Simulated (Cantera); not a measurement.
What does this Cantera script print?

```python
import numpy as np
import cantera as ct

gas_names = """
    Fe FeO Fe(OH)2 H HO2 H2 H2O H2O2 H2S H2SO4 O OH O2 O3 S SH SO SO2 SO3 S2 S2O S8
""".split()
cond_names = """
    Fe(a) Fe(c) Fe(d) Fe(L) FeO(s) FeO(L) Fe(OH)2(s) Fe(OH)3(s) FeS(a) FeS(b) FeS(c) FeS(L) FeSO4(s)
    FeS2(s) Fe2O3(s) Fe2S3O12(s) Fe3O4(s) H2O(s) H2O(L) H2SO4(L) S(cr1) S(cr2) S(L)
""".split()


# ... load() reads the species with a 1 bar reference pressure and builds the phases ...
atoms = {
    'FeS': {'Fe': 1, 'S': 1},
    'H2': {'H': 2},
    'H2O': {'H': 2, 'O': 1},
}
top_T = {'FeSO4(s)': 950, 'FeS2(s)': 1010, 'Fe2O3(s)': 1830, 'Fe2S3O12(s)': 1100, 'Fe3O4(s)': 1870}  # K; cautious upper limits of use, not melting points


# ... equilibrate(T, P, feed) seeds the gas with the atoms and calls Mixture.equilibrate('TP', solver="vcs", rtol=1e-11, max_steps=5000) ...
results = []
feed = {'FeS': 1, 'H2': 1800, 'H2O': 6.7}  # mol
T = 1173.15  # K
P = 1000  # Pa
mix = equilibrate(T, P, feed)
results.append((T, P, feed, dict(zip(mix.species_names, mix.species_moles))))
print(gas.report(threshold=0.0001))
for i in range(1, mix.n_phases):
    print(f"{mix.phase(i).name:16s} {mix.phase_moles(i):12.5e} mol")
```

Output:

```
       temperature   1173.2 K
          pressure   1000 Pa
           density   0.00021458 kg/m^3
  mean mol. weight   2.0931 kg/kmol
   phase of matter   gas

                          1 kg             1 kmol
                     ---------------   ---------------
          enthalpy        1.1994e+07        2.5105e+07  J
   internal energy        7.3341e+06        1.5351e+07  J
           entropy        1.0031e+05        2.0995e+05  J/K
    Gibbs function       -1.0568e+08        -2.212e+08  J
 heat capacity c_p             14823             31025  J/K
 heat capacity c_v             10850             22711  J/K

                      mass frac. Y      mole frac. X     chem. pot. / RT
                     ---------------   ---------------   ---------------
                H2           0.95907           0.99574           -22.526
               H2O          0.031918         0.0037084           -60.381
               H2S         0.0089996        0.00055279           -41.786
     [  +19 minor]        1.1705e-05         1.845e-06

Fe(a)             9.99996e-01 mol
FeO(s)            0.00000e+00 mol
Fe(OH)2(s)        0.00000e+00 mol
Fe(OH)3(s)        0.00000e+00 mol
FeS(c)            0.00000e+00 mol
Fe2O3(s)          0.00000e+00 mol
Fe3O4(s)          0.00000e+00 mol
S(L)              0.00000e+00 mol
```

Equilibrium computed with Cantera from the NASA thermochemical tables; the gas is ideal and each condensed phase is pure.
